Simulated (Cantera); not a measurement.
Feed: 1 mol Si, a varied amount of Br2, 31 mol H2, held at 1173.15 K and 9.20 Pa.

Method: chemical equilibrium by Gibbs-energy minimisation in Cantera with the NASA 1993 tables (ideal gas, pure condensed phases). Candidate condensed phases: Br2, Si; 19 gas species. Rates play no part.

Q: Which condensed phases are stable at each of these points (n(Br2) (mol)): 1, 1.2, 1.4, 1.6, 1.8, 2, 2.3, 2.7, 3, 3.5, 3.9, 4.5?

A: 
```json
[
 {"n(Br2) (mol)": "1", "condensed phases": "Si(s)", "Si condensed (%)": "85.1"},
 {"n(Br2) (mol)": "1.2", "condensed phases": "Si(s)", "Si condensed (%)": "79.5"},
 {"n(Br2) (mol)": "1.4", "condensed phases": "Si(s)", "Si condensed (%)": "73.3"},
 {"n(Br2) (mol)": "1.6", "condensed phases": "Si(s)", "Si condensed (%)": "66.5"},
 {"n(Br2) (mol)": "1.8", "condensed phases": "Si(s)", "Si condensed (%)": "59.2"},
 {"n(Br2) (mol)": "2", "condensed phases": "Si(s)", "Si condensed (%)": "51.5"},
 {"n(Br2) (mol)": "2.3", "condensed phases": "Si(s)", "Si condensed (%)": "39.2"},
 {"n(Br2) (mol)": "2.7", "condensed phases": "Si(s)", "Si condensed (%)": "21.5"},
 {"n(Br2) (mol)": "3", "condensed phases": "Si(s)", "Si condensed (%)": "7.4"},
 {"n(Br2) (mol)": "3.5", "condensed phases": "gas only", "Si condensed (%)": "0.0"},
 {"n(Br2) (mol)": "3.9", "condensed phases": "gas only", "Si condensed (%)": "0.0"},
 {"n(Br2) (mol)": "4.5", "condensed phases": "gas only", "Si condensed (%)": "0.0"}
]
```

From 1 mol Br2 to 3 mol Br2 the condensed part is Si(s). From 3.5 mol Br2 to 4.5 mol Br2 nothing is condensed.
